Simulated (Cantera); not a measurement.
N2O furnace oxynitridation

An isothermal, constant-pressure homogeneous reactor starts with 89.3 % N2O, 10.7 % O2, at 1225 K and 1.01 bar.

Model: GRI-Mech 3.0 (53 species, 325 reactions), integrated in Cantera. GRI-Mech 3.0 was tuned for natural gas; its chemistry of N2O as a main component is partial and can be far from experiment. The mechanism lacks the step 2 NO + O2 → 2 NO2, which can matter for NO2 below about 1400 K. The temperature is held fixed by assumption; the heat of reaction is taken as removed at once.

```
t (s)       x N2O   x O2     x NO2      x NO      x O
--------  -------  -----  --------  --------  -------
2.00e-5     0.893  0.107  1.14e-11   1.37e-6  2.43e-6
5.79e-5     0.893  0.107  1.53e-10   5.00e-6  2.53e-6
0.000168    0.893  0.107   1.48e-9   1.56e-5  2.53e-6
0.000485    0.892  0.107   1.28e-8   4.61e-5  2.53e-6
0.00140     0.891  0.108   1.06e-7  0.000134  2.52e-6
0.00406     0.888  0.108   8.07e-7  0.000389  2.52e-6
0.0118      0.879  0.111   5.26e-6   0.00111  2.51e-6
0.0340      0.853  0.118   2.51e-5   0.00314  2.49e-6
0.0985      0.785  0.136   8.33e-5   0.00845  2.40e-6
0.285       0.626  0.179  0.000214    0.0203  2.18e-6
0.825       0.361  0.252  0.000414    0.0382  1.66e-6
2.39        0.111  0.323  0.000559    0.0500  7.86e-7
6.91      0.00957  0.354  0.000684    0.0509  1.09e-7
20.0      1.95e-5  0.357  0.000988    0.0504  2.53e-8
```
x: mole fraction; the columns are a selection and need not sum to one.

Equilibrium at this temperature and pressure: N2O 1.74e-8, O2 0.383, NO2 5.76e-6, NO 0.000283, O 2.60e-8 (gas phase only).
